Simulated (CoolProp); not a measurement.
Saturation properties of the fluoroketone C6F12O (FK-5-1-12) (Tc = 168.7 °C, pc = 18.69 bar, ω = 0.471).

Model: reference Helmholtz-energy equation of state, McLinden 2015, in CoolProp.

| T (°C) | p (bar) | liquid density (kg/m³) | vapour density (kg/m³) | liquid cp (kJ/(kg K)) |
|---|---|---|---|---|
| -62.65 | 0.001247 | 1847 | 0.02253 | 1.108 |
| -48.75 | 0.004605 | 1809 | 0.07809 | ___ |
| -34.85 | 0.01406 | 1772 | ___ | 1.092 |
| -20.85 | ___ | 1734 | 0.5615 | ___ |
| -6.95 | 0.08545 | 1695 | 1.233 | 1.090 |
| 6.95 | 0.1775 | 1655 | ___ | ___ |
| 20.85 | 0.3382 | 1615 | 4.506 | 1.100 |
| 34.75 | 0.5993 | 1572 | 7.743 | 1.109 |
| 48.65 | 0.9992 | ___ | 12.61 | 1.121 |
| 62.55 | 1.582 | 1482 | 19.65 | 1.137 |
| 76.45 | 2.399 | 1432 | 29.58 | 1.155 |

### Question
Fill in the missing entries.

### Answer

- -48.75, liquid cp (kJ/(kg K)): 1.098
- -34.85, vapour density (kg/m³): 0.2249
- -20.85, p (bar): 0.03706
- -20.85, liquid cp (kJ/(kg K)): 1.089
- 6.95, vapour density (kg/m³): 2.454
- 6.95, liquid cp (kJ/(kg K)): 1.093
- 48.65, liquid density (kg/m³): 1528

It boils at 49.1 °C under 1 atm.
